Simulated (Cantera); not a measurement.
**NO annealing gas**

An isothermal, constant-pressure homogeneous reactor starts with 74.6 % NO, 25.4 % N2, at 1873 K and 0.200 bar.

Computed with Cantera and GRI-Mech 3.0 (53 species, 325 reactions).

| t (s) | x NO | x NO2 | x O2 | x O | x N2 | x N2O |
|---|---|---|---|---|---|---|
| 1.00e-5 | 0.746 | 7.63e-9 | 2.84e-10 | 4.76e-7 | 0.254 | 4.83e-7 |
| 4.68e-5 | 0.746 | 1.58e-7 | 5.96e-9 | 2.11e-6 | 0.254 | 2.25e-6 |
| 0.000219 | 0.746 | 2.79e-6 | 1.20e-7 | 7.99e-6 | 0.254 | 1.03e-5 |
| 0.00102 | 0.746 | 2.93e-5 | 2.85e-6 | 2.24e-5 | 0.254 | 4.46e-5 |
| 0.00478 | 0.746 | 0.000115 | 9.24e-5 | 5.19e-5 | 0.254 | 0.000147 |
| 0.0224 | 0.744 | 0.000145 | 0.000986 | 6.37e-5 | 0.255 | 0.000226 |
| 0.105 | 0.735 | 0.000173 | 0.00543 | 7.34e-5 | 0.259 | 0.000221 |
| 0.489 | 0.694 | 0.000257 | 0.0258 | 0.000106 | 0.280 | 0.000192 |
| 2.29 | 0.533 | 0.000368 | 0.106 | 0.000184 | 0.360 | 0.000107 |
| 10.7 | 0.189 | 0.000210 | 0.278 | 0.000283 | 0.532 | 1.26e-5 |
| 50.0 | 0.0187 | 2.38e-5 | 0.364 | 0.000321 | 0.617 | 2.45e-7 |
x: mole fraction; the columns are a selection and need not sum to one.

Equilibrium at this temperature and pressure: NO 0.00625, NO2 8.03e-6, O2 0.370, O 0.000323, N2 0.624, N2O 1.42e-7 (gas phase only).
